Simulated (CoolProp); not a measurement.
A single-stage vapour-compression cycle with R125: evaporating at 233.15 K (dew point), condensing at 259.15 K (bubble point), superheat 8 K, subcooling 8 K, compressor efficiency 0.65, no pressure losses. Each further row changes one setting.

Values from CoolProp's reference Helmholtz-energy equation of state, Lemmon 2005.

| case | cooling COP | pressure ratio | discharge temperature (K) | refrigerating effect (kJ/kg) | volumetric capacity (kJ/m³) |
|---|---|---|---|---|---|
| as stated | 5.50 | 2.83 | 281.1 | 145 | 1350 |
| evaporating temperature 238.15 K | 7.10 | 2.27 | 278.0 | 147 | 1700 |
| condensing temperature 254.15 K | 6.96 | 2.36 | 274.1 | 150 | 1400 |
| subcooling 13 K | 5.72 | 2.83 | 281.1 | 150 | 1400 |
| superheat 18 K | 5.50 | 2.83 | 291.7 | 152 | 1350 |
| compressor efficiency 0.55 | 4.65 | 2.83 | 287.0 | 145 | 1350 |
